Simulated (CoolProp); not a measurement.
Saturation properties of R123 (Tc = 456.8 K, pc = 3.662 MPa, ω = 0.282).

Values from CoolProp's reference Helmholtz-energy equation of state, Younglove 1994. It is a modified Benedict-Webb-Rubin equation, recast in Helmholtz form.

```
T (K)  p (MPa)  vapour density (kg/m³)  vapour viscosity (µPa s)
-----  -------  ----------------------  ------------------------
294.5  0.07963                     ___                      10.6
298.6      ___                   5.964                      10.8
302.8   0.1082                   6.884                      10.9
307     0.1255                   7.912                      11.0
311.1      ___                   9.028                      11.2
315.3   0.1658                   10.29                       ___
319.4   0.1890                   11.66                      11.5
323.6   0.2154                     ___                      11.6
```

**Question.** Fill in the missing entries.

**Answer.** 
- 294.5, vapour density (kg/m³): 5.162
- 298.6, p (MPa): 0.09289
- 311.1, p (MPa): 0.1443
- 315.3, vapour viscosity (µPa s): 11.3
- 323.6, vapour density (kg/m³): 13.20

It boils at 301.0 K under 1 atm.

Viscosity comes from a separate model (Tanaka 1996).
